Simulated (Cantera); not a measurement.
A closed system holds: 1 mol (CH3)2SiCl2, 0.58 mol C3H8, 2.5 mol H2, at 2000 °C and 100000 Pa.

Cantera equilibrium calculation (NASA polynomials, part measured and part estimated; ideal gas, pure solids and liquids). Candidate condensed phases: C, C6H6, C7H8, C8H18, Si, SiC; 109 gas species. The feed counts by its element totals alone. The tables' values for SiCl3, SiCl are old estimates; treat these amounts as uncertain. Gases not in the tables: Si2H6 and higher silanes. Rates play no part.

Problem. What is the equilibrium state?

Solution. 
```
Quantity                              Value
--------------------------------  ---------
x(H2)                                 0.776
x(HCl)                                0.199
x(SiCl2)                             0.0122
x(H)                                0.00740
x(C2H2 (acetylene))                 0.00293
x(Cl)                               0.00137
x(SiCl3)                           0.000273
x(SiCl)                            0.000205
x(CH4)                             0.000136
n(C(graphite))                     2.80 mol
n(SiC(s))                         0.886 mol
gas amount                        8.858 mol
log10 activity of Si(l) (absent)      -0.88
```
